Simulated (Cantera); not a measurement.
A perfectly stirred reactor is fed with C2H4 : H2 = 1 : 22 (molar parts), at 1.00 bar; it is held at 1725 K, and followed from long to short residence time.

Model: GRI-Mech 3.0 (53 species, 325 reactions), integrated in Cantera. GRI-Mech 3.0 was tuned for natural gas; its chemistry of ethylene as a main component is partial and can be far from experiment. GRI-Mech 3.0 stops at C3 and has no aromatics, soot or wall deposition, so with more carbon than oxygen in the feed, carbon stays in small species such as C2H2 where larger ones or solid carbon would form.

Q: What does this change do: temperature 1725 to 1150 K?

A: 
```json
[
 {"quantity": "x(C2H4) at τ = 1.40 s", "before": "0.00126", "after": "0.0234"},
 {"quantity": "x(H2) at τ = 1.40 s", "before": "0.949", "after": "0.941"},
 {"quantity": "x(C2H2) at τ = 1.40 s", "before": "0.0331", "after": "0.000790"},
 {"quantity": "x(CH4) at τ = 1.40 s", "before": "0.0160", "after": "0.0289"},
 {"quantity": "x(C2H6) at τ = 1.40 s", "before": "2.14e-6", "after": "0.00569"},
 {"quantity": "x(C2H4) at τ = 9.30 ms", "before": "0.00328", "after": "0.0430"},
 {"quantity": "x(H2) at τ = 9.30 ms", "before": "0.957", "after": "0.956"},
 {"quantity": "x(C2H2) at τ = 9.30 ms", "before": "0.0378", "after": "1.78e-5"},
 {"quantity": "x(CH4) at τ = 9.30 ms", "before": "0.00164", "after": "1.30e-5"},
 {"quantity": "x(C2H6) at τ = 9.30 ms", "before": "2.56e-6", "after": "0.000468"}
]
```
